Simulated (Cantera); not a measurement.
Cantera run, input and output.

```python
import numpy as np
import cantera as ct

gas = ct.Solution("gri30.yaml")
gas.TPX = 1198, 1100, {'C3H8': 1, 'H2': 6.5}
reactor = ct.IdealGasConstPressureReactor(gas, energy="off", clone=False)
net = ct.ReactorNet([reactor])
net.rtol, net.atol = 1e-08, 1e-18
show = ['C3H8', 'H2', 'C2H4', 'CH4', 'C2H2']
times = np.geomspace(0.0004, 200, 9)

steps = ct.SolutionArray(gas, extra=["t"])
rows = []
print(f"{'t/s':>10s}{'T/K':>9s}{'P/Pa':>11s}" + "".join(f"{s:>11s}" for s in show))
for t in times:
    while net.time < t:
        t_next = net.step()
        steps.append(gas.state, t=t_next)
    rows.append([np.interp(t, steps.t, y) for y in (steps.T, steps.P, *steps(*show).X.T)])
    print(f"{t:10.3e}{rows[-1][0]:9.1f}{rows[-1][1]:11.4g}" + "".join(f"{x:11.3e}" for x in rows[-1][2:]))
rate = np.gradient(steps.T, steps.t)
print("integrator steps:", len(steps.t))
if steps.T.max() > steps.T[0] + 200:
    print(f"time of steepest temperature rise: {steps.t[rate.argmax()]:.4e} s")
gas.TPX = 1198, 1100, {'C3H8': 1, 'H2': 6.5}
gas.equilibrate("TP")
print(f"equilibrium (TP): T = {gas.T:.1f} K  " + "  ".join(f"{s} {gas[s].X[0]:.3e}" for s in show))
```

It prints:

```
       t/s      T/K       P/Pa       C3H8         H2       C2H4        CH4       C2H2
 4.000e-04   1198.0       1100  1.332e-01  8.665e-01  1.066e-04  5.723e-05  4.170e-10
 2.063e-03   1198.0       1100  1.305e-01  8.645e-01  2.346e-03  1.930e-03  3.389e-07
 1.064e-02   1198.0       1100  9.662e-02  8.392e-01  3.180e-02  3.005e-02  8.804e-05
 5.485e-02   1198.0       1100  1.264e-02  7.763e-01  1.031e-01  1.031e-01  2.783e-03
 2.828e-01   1198.0       1100  1.792e-04  7.681e-01  1.067e-01  1.146e-01  9.973e-03
 1.459e+00   1198.0       1100  1.011e-06  7.695e-01  9.952e-02  1.142e-01  1.666e-02
 7.521e+00   1198.0       1100  7.576e-08  7.731e-01  8.136e-02  1.126e-01  3.284e-02
 3.878e+01   1198.0       1100  2.662e-08  7.821e-01  3.645e-02  1.085e-01  7.281e-02
 2.000e+02   1198.0       1100  5.263e-09  7.872e-01  1.099e-02  1.063e-01  9.546e-02
integrator steps: 1231
equilibrium (TP): T = 1198.0 K  C3H8 4.634e-09  H2 7.809e-01  C2H4 9.894e-03  CH4 1.164e-01  C2H2 9.279e-02
```

Cantera simulation using GRI-Mech 3.0 (53 species, 325 reactions); the numbers are that mechanism's predictions, not measurements. GRI-Mech 3.0 was tuned for natural gas; its chemistry of propane as a main component is partial and can be far from experiment. GRI-Mech 3.0 stops at C3 and has no aromatics, soot or wall deposition, so with more carbon than oxygen in the feed, carbon stays in small species such as C2H2 where larger ones or solid carbon would form. Radical loss at walls, strong at low pressure, is not modelled.
